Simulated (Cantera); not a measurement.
Standard-state values (1 bar) from the NASA 1993 polynomials, evaluated with Cantera. Values are per mole of reaction as written; species without (g) are pure solids or liquids, kept so even where they would boil at 1 bar.

2 TiCl4(g) → 2 TiCl3(g) + Cl2(g)

| T (K) | ΔH° (kJ) | ΔS° (J/K) | ΔG° (kJ) | log10 K |
|---|---|---|---|---|
| 1323 | 441.3 | 137.0 | 260.1 | -10.27 |
| 1398 | 440.9 | 136.6 | 249.9 | -9.34 |
| 1473 | ___ | ___ | ___ | ___ |
| 1548 | 439.9 | 136.0 | 229.4 | -7.74 |
| 1623 | ___ | ___ | ___ | ___ |

Task: Fill in the missing entries.

Result: 
- 1473, ΔH° (kJ): 440.4
- 1473, ΔS° (J/K): 136.3
- 1473, ΔG° (kJ): 239.6
- 1473, log10 K: -8.50
- 1623, ΔH° (kJ): 439.5
- 1623, ΔS° (J/K): 135.7
- 1623, ΔG° (kJ): 219.2
- 1623, log10 K: -7.06
